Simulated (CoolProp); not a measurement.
Vapour-liquid equilibrium of CH2F2 (R32) (1) + R134a (2) at 305.4 K; x and y are mole fractions of (1).

Values from CoolProp's multi-fluid Helmholtz-energy mixture model, Tillner-Roth 1997 and Tillner-Roth 1994; pair parameters Lemmon 2004.

| x | bubble pressure (bar) | y at the bubble point | dew pressure at overall composition x (bar) | liquid density (mol/L) |
|---|---|---|---|---|
| 0.05 | 8.784 | 0.099 | 8.492 | 11.76 |
| 0.15 | 9.927 | 0.266 | 9.106 | 12.19 |
| 0.25 | 11.07 | 0.403 | 9.805 | 12.65 |
| 0.35 | 12.23 | 0.517 | 10.60 | 13.16 |
| 0.45 | 13.40 | 0.615 | 11.53 | 13.70 |
| 0.55 | 14.59 | 0.702 | 12.60 | 14.30 |
| 0.65 | 15.82 | 0.779 | 13.86 | 14.96 |
| 0.75 | 17.08 | 0.849 | 15.34 | 15.68 |
| 0.85 | 18.38 | 0.913 | 17.09 | 16.48 |
| 0.95 | 19.73 | 0.972 | 19.20 | 17.38 |

No azeotrope shows between x = 0.05 and 0.95.

Pair parameters are fitted to limited data, so mixtures are less certain than the pure fluids.
